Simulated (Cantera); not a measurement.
Input (Python, Cantera) and output of one run.

```python
import numpy as np
import cantera as ct

gas_names = """
    CL CLO CL2 O O2 O3 Si SiCL SiCL2 SiCL3 SiCL4 SiO SiO2 Si2 Si3 Ti TiCL TiCL2 TiCL3 TiCL4 TiO TiOCL
    TiOCL2 TiO2
""".split()
cond_names = """
    Si(cr) Si(L) SiO2(Lqz) SiO2(hqz) SiO2(L) Ti(a) Ti(b) Ti(L) TiCL2(s) TiCL3(s) TiCL4(L) TiO(a) TiO(b)
    TiO(L) TiO2(ru) TiO2(L) Ti2O3(a) Ti2O3(b) Ti2O3(L) Ti3O5(a) Ti3O5(b) Ti3O5(L) Ti4O7(s) Ti4O7(L)
""".split()


# ... load() reads the species with a 1 bar reference pressure and builds the phases ...
atoms = {
    'TiO2': {'Ti': 1, 'O': 2},
    'SiCl4': {'Si': 1, 'CL': 4},
    'O2': {'O': 2},
}
top_T = {'TiCL2(s)': 1300, 'TiCL3(s)': 1000}  # K; cautious upper limits of use, not melting points


# ... equilibrate(T, P, feed) seeds the gas with the atoms and calls Mixture.equilibrate('TP', solver="vcs", rtol=1e-11, max_steps=5000) ...
results = []
feed = {'TiO2': 1, 'SiCl4': 0.35, 'O2': 1.2}  # mol
P = 13332.2  # Pa
for T in [650, 750, 850, 950, 1050, 1150, 1250, 1350, 1450, 1550, 1650, 1750]:
    mix = equilibrate(T, P, feed)
    results.append((T, P, feed, dict(zip(mix.species_names, mix.species_moles))))
    x = sorted(zip(gas.X, gas.species_names), reverse=True)
    print(f"T = {T:g} K  P = {P:g} Pa  gas = {mix.phase_moles(0):.4g} mol")
    print("   x: " + "  ".join(f"{s} {v:.3e}" for v, s in x if v > 0.0001))
    print("   condensed (mol): " + ("  ".join(f"{mix.phase(i).name} {mix.phase_moles(i):.4g}"
          for i in range(1, mix.n_phases) if mix.phase_moles(i) > 1e-12) or "none"))
```

Output:

```
T = 650 K  P = 13332.2 Pa  gas = 1.55 mol
   x: O2 5.484e-01  CL2 4.516e-01
   condensed (mol): SiO2(Lqz) 0.35  TiO2(ru) 1
T = 750 K  P = 13332.2 Pa  gas = 1.55 mol
   x: O2 5.484e-01  CL2 4.516e-01
   condensed (mol): SiO2(Lqz) 0.35  TiO2(ru) 1
T = 850 K  P = 13332.2 Pa  gas = 1.55 mol
   x: O2 5.484e-01  CL2 4.516e-01
   condensed (mol): SiO2(hqz) 0.35  TiO2(ru) 1
T = 950 K  P = 13332.2 Pa  gas = 1.55 mol
   x: O2 5.483e-01  CL2 4.514e-01  CL 3.255e-04
   condensed (mol): SiO2(hqz) 0.35  TiO2(ru) 1
T = 1050 K  P = 13332.2 Pa  gas = 1.551 mol
   x: O2 5.480e-01  CL2 4.505e-01  CL 1.456e-03
   condensed (mol): SiO2(hqz) 0.35  TiO2(ru) 1
T = 1150 K  P = 13332.2 Pa  gas = 1.554 mol
   x: O2 5.470e-01  CL2 4.479e-01  CL 5.026e-03
   condensed (mol): SiO2(hqz) 0.35  TiO2(ru) 1
T = 1250 K  P = 13332.2 Pa  gas = 1.561 mol
   x: O2 5.444e-01  CL2 4.412e-01  CL 1.420e-02  CLO 1.372e-04
   condensed (mol): SiO2(hqz) 0.35  TiO2(ru) 1
T = 1350 K  P = 13332.2 Pa  gas = 1.577 mol
   x: O2 5.389e-01  CL2 4.266e-01  CL 3.410e-02  CLO 2.775e-04
   condensed (mol): SiO2(hqz) 0.35  TiO2(ru) 0.9999
T = 1450 K  P = 13332.2 Pa  gas = 1.607 mol
   x: O2 5.287e-01  CL2 3.993e-01  CL 7.139e-02  CLO 4.977e-04  TiCL4 1.169e-04
   condensed (mol): SiO2(hqz) 0.35  TiO2(ru) 0.9998
T = 1550 K  P = 13332.2 Pa  gas = 1.66 mol
   x: O2 5.120e-01  CL2 3.549e-01  CL 1.320e-01  CLO 7.974e-04  TiCL4 2.410e-04
   condensed (mol): SiO2(hqz) 0.35  TiO2(ru) 0.9996
T = 1650 K  P = 13332.2 Pa  gas = 1.739 mol
   x: O2 4.886e-01  CL2 2.927e-01  CL 2.171e-01  CLO 1.144e-03  TiCL4 3.865e-04
   condensed (mol): SiO2(hqz) 0.35  TiO2(ru) 0.9993
T = 1750 K  P = 13332.2 Pa  gas = 1.843 mol
   x: O2 4.608e-01  CL 3.180e-01  CL2 2.191e-01  CLO 1.470e-03  TiCL4 4.691e-04  O 1.391e-04
   condensed (mol): SiO2(L) 0.35  TiO2(ru) 0.9991
```

Cantera equilibrium calculation (NASA polynomials, part measured and part estimated; ideal gas, pure solids and liquids). Mutual solubility and eutectic melting of coexisting phases are not modelled. The tables hold silica as quartz up to 1696 K and as liquid above; real silica turns to tridymite and cristobalite and melts near 1996 K. Condensed phases not in the tables: TiOCl, alloys, solid solutions and most ternary compounds.
